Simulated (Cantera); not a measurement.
A Cantera script and its output.

```python
import numpy as np
import cantera as ct

gas = ct.Solution("gri30.yaml")
gas.TPX = 425, 1000000, {'H2': 1, 'O2': 1.14, 'N2': 4.27}
inlet = ct.Reservoir(gas, clone=True)
gas.equilibrate("HP")  # start burning
reactor = ct.IdealGasConstPressureReactor(gas, energy="on", clone=False)
exhaust = ct.Reservoir(gas, clone=True)
tau = [0.21, 0.08, 0.031, 0.012, 0.0046, 0.0018, 0.00069, 0.00027, 0.0001, 4e-05][0]
for a, b in ((inlet, reactor), (reactor, exhaust)):
    ct.MassFlowController(a, b, mdot=lambda t: reactor.mass / tau)
net = ct.ReactorNet([reactor])
show = ['H2', 'O2', 'NO', 'NO2', 'H2O2', 'OH']

rows = []
print(f"{'tau/s':>10s}{'T/K':>9s}" + "".join(f"{s:>11s}" for s in show))
for tau in [0.21, 0.08, 0.031, 0.012, 0.0046, 0.0018, 0.00069, 0.00027, 0.0001, 4e-05]:
    net.initial_time = 0.0
    net.advance(30 * tau)
    before = gas.X
    net.advance(40 * tau)
    drift = np.max(np.abs(gas.X - before) / (gas.X + 1e-9))
    rows.append([gas.T, *gas[show].X, drift])
    print(f"{tau:10.3e}{gas.T:9.1f}" + "".join(f"{x:11.3e}" for x in gas[show].X))
```

Result:

```
     tau/s      T/K         H2         O2         NO        NO2       H2O2         OH
 2.100e-01   1623.5  1.672e-05  1.082e-01  2.025e-06  2.623e-08  1.188e-07  1.740e-04
 8.000e-02   1623.2  3.443e-05  1.082e-01  1.634e-06  2.801e-08  1.694e-07  2.109e-04
 3.100e-02   1622.7  6.911e-05  1.082e-01  1.576e-06  3.657e-08  2.554e-07  2.636e-04
 1.200e-02   1621.9  1.377e-04  1.082e-01  1.661e-06  5.065e-08  3.957e-07  3.349e-04
 4.600e-03   1620.4  2.754e-04  1.083e-01  1.748e-06  6.506e-08  6.213e-07  4.287e-04
 1.800e-03   1617.9  5.422e-04  1.083e-01  1.702e-06  6.937e-08  9.691e-07  5.450e-04
 6.900e-04   1613.1  1.084e-03  1.085e-01  1.504e-06  5.995e-08  1.536e-06  6.924e-04
 2.700e-04   1604.3  2.132e-03  1.088e-01  1.287e-06  4.534e-08  2.445e-06  8.674e-04
 1.000e-04   1586.1  4.380e-03  1.096e-01  1.166e-06  3.311e-08  4.128e-06  1.083e-03
 4.000e-05   1551.0  8.928e-03  1.115e-01  1.132e-06  2.546e-08  7.379e-06  1.252e-03
```

Model: GRI-Mech 3.0 (53 species, 325 reactions), integrated in Cantera. The hydrogen kinetics of GRI-Mech 3.0 are dated; newer H2 mechanisms differ, most at raised pressure.
